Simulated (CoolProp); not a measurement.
Vapour-liquid equilibrium of ethylene (1) + 1-butene (2) at -43.45 °C; x and y are mole fractions of (1).

The numbers come from the multi-fluid Helmholtz-energy mixture model, Smukala 2000 and Lemmon 2005; pair parameters Bell 2016 in CoolProp.

```csv
x,bubble pressure (MPa),y at the bubble point,dew pressure at overall composition x (MPa),liquid density (mol/L)
0.05,0.07810,0.774,0.01905,12.11
0.2,0.2590,0.938,0.02260,12.81
0.35,0.4426,0.968,0.02776,13.56
0.5,0.6294,0.981,0.03597,14.35
0.65,0.8198,0.988,0.05105,15.16
0.8,1.016,0.994,0.08789,15.94
0.95,1.228,0.998,0.3126,16.56
```

No azeotrope shows between x = 0.05 and 0.95.

The pair parameters rest on a limited set of measurements; away from them the model extrapolates.
